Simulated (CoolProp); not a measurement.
The numbers come from the reference Helmholtz-energy equation of state, Lemmon 2006 in CoolProp. It is a short technical equation, of lower accuracy than the large ones.

For n-nonane, give the phase and the Z, speed of sound (m/s), Joule-Thomson coefficient (K/MPa) at 228.25 °C and 1.51 MPa.


- 228.25 °C and 1.51 MPa: liquid; Z 0.0872, speed of sound 503, Joule-Thomson coefficient 0.0822
